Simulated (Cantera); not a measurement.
An adiabatic, constant-pressure homogeneous reactor starts with CH₄ : O₂ : N₂ = 1 : 2.7 : 10.2 (molar parts), equivalence ratio 0.74, at 1075 K and 8.19 atm. Integrator tolerance rtol = 1e-08.

Cantera simulation using GRI-Mech 3.0 (53 species, 325 reactions); the numbers are that mechanism's predictions, not measurements.

### Question
What does this change do: constant volume in place of constant pressure?

### Answer
| quantity | before | after |
|---|---|---|
| time of steepest temperature rise | 27.6 ms | 26.8 ms |
| temperature at 0.500 s | 2462 K | 2728 K |
| equilibrium temperature | 2462 K | 2728 K |
| x(CH₄) at 0.500 s | <1e-12 (gas-phase equilibrium <1e-12) | <1e-12 (gas-phase equilibrium <1e-12) |
| x(O₂) at 0.500 s | 0.0456 (gas-phase equilibrium 0.0456) | 0.0441 (gas-phase equilibrium 0.0441) |
| x(NO₂) at 0.500 s | 1.20e-5 (gas-phase equilibrium 1.20e-5) | 2.20e-5 (gas-phase equilibrium 2.20e-5) |
| x(H₂) at 0.500 s | 0.00112 (gas-phase equilibrium 0.00112) | 0.00229 (gas-phase equilibrium 0.00229) |
| x(H₂O₂) at 0.500 s | 5.54e-7 (gas-phase equilibrium 5.54e-7) | 1.44e-6 (gas-phase equilibrium 1.44e-6) |
| x(N₂O) at 0.500 s | 1.48e-6 (gas-phase equilibrium 1.48e-6) | 3.59e-6 (gas-phase equilibrium 3.59e-6) |
| x(CH₂) at 0.500 s | <1e-12 (gas-phase equilibrium <1e-12) | <1e-12 (gas-phase equilibrium <1e-12) |
